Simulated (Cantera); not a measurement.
Input (Python, Cantera):

```python
import numpy as np
import cantera as ct

gas = ct.Solution("h2o2.yaml")
gas.TPX = 500, 100000, {'H2': 1, 'O2': 0.294, 'N2': 1.11, 'H2O': 0.06}
flame = ct.FreeFlame(gas, width=0.04)
flame.set_refine_criteria(ratio=3, slope=0.08, curve=0.16)
flame.transport_model = "mixture-averaged"
flame.solve(loglevel=0, auto=True)
z, T = flame.grid, flame.T
thick = (T[-1] - T[0]) / np.gradient(T, z).max()
show = ['H2', 'O2', 'H2O', 'OH', 'HO2', 'H2O2']
print(f"laminar burning velocity  {flame.velocity[0] * 100:.3f} cm/s")
print(f"burnt temperature         {T[-1]:.1f} K")
print(f"thermal thickness         {thick * 1e3:.4f} mm")
print(f"grid points               {len(z)}")
z0 = z[flame.heat_release_rate.argmax()]
print(f"{'z/mm':>9s}{'T/K':>9s}{'u/(m/s)':>9s}" + "".join(f"{s:>11s}" for s in show))
rows = []
for k in (-3, -2, -1.5, -1, -0.5, -0.25, 0, 0.25, 0.5, 1, 2, 4, 8):
    zz = z0 + k * thick
    rows.append([k * thick, np.interp(zz, z, T), np.interp(zz, z, flame.velocity),
                 *(np.interp(zz, z, flame.X[gas.species_index(s)]) for s in show)])
    print(f"{rows[-1][0] * 1e3:9.3f}{rows[-1][1]:9.1f}{rows[-1][2]:9.3f}" + "".join(f"{x:11.3e}" for x in rows[-1][3:]))
```

Output:

```
laminar burning velocity  647.904 cm/s
burnt temperature         2255.9 K
thermal thickness         0.4039 mm
grid points               121
     z/mm      T/K  u/(m/s)         H2         O2        H2O         OH        HO2       H2O2
   -1.212    500.0    6.479  4.058e-01  1.193e-01  2.435e-02  9.252e-17  2.439e-13  8.461e-16
   -0.808    500.0    6.479  4.058e-01  1.193e-01  2.435e-02  5.378e-15  1.357e-11  4.962e-14
   -0.606    500.0    6.479  4.058e-01  1.193e-01  2.435e-02  3.369e-13  9.076e-10  3.517e-12
   -0.404    500.0    6.479  4.058e-01  1.193e-01  2.435e-02  3.878e-11  1.177e-07  5.233e-10
   -0.202    515.5    6.649  4.024e-01  1.196e-01  2.496e-02  3.295e-05  2.164e-04  4.521e-06
   -0.101    746.6    9.400  3.714e-01  1.140e-01  4.396e-02  8.088e-04  2.431e-04  2.777e-05
    0.000   1172.1   14.309  2.794e-01  8.142e-02  1.187e-01  2.099e-03  9.004e-05  3.860e-06
    0.101   1473.9   17.793  1.841e-01  2.731e-02  2.214e-01  5.076e-03  2.720e-05  1.785e-06
    0.202   1610.2   19.318  1.548e-01  7.512e-03  2.602e-01  6.358e-03  7.136e-06  1.149e-06
    0.404   1737.0   20.674  1.537e-01  2.311e-03  2.724e-01  7.178e-03  2.106e-06  6.911e-07
    0.808   1862.8   21.970  1.612e-01  1.467e-03  2.772e-01  7.290e-03  1.278e-06  3.767e-07
    1.616   1983.5   23.179  1.685e-01  8.696e-04  2.825e-01  6.624e-03  7.584e-07  1.944e-07
    3.232   2084.3   24.162  1.745e-01  4.430e-04  2.875e-01  5.352e-03  4.109e-07  1.005e-07
```

Computed with Cantera and the H2/O2 subset of GRI-Mech 3.0, which has no nitrogen chemistry. Burning velocities carry a grid error of a few per cent, more on coarse grids.
